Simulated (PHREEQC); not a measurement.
# Silver or lead bath

Consider water at 40 °C with 0.405 mol Pb(NO3)2 and 0.013 mol HF per kg of water. Closed to the air; pH follows from the charge balance.

Equilibrium calculation in PHREEQC: ion-association model, wateq4f.dat.

No solid was allowed to form.

Q: What pH does the model give?

A: pH 2.49.

Q: In which forms is Pb present?

A: PbNO3+ 65 %, Pb+2 34 % of the Pb.

Examples of supersaturated solids here: PbF2. Others may be too. Complexes and solids missing from the database can't appear. Constants without temperature data keep their 25 °C values here.
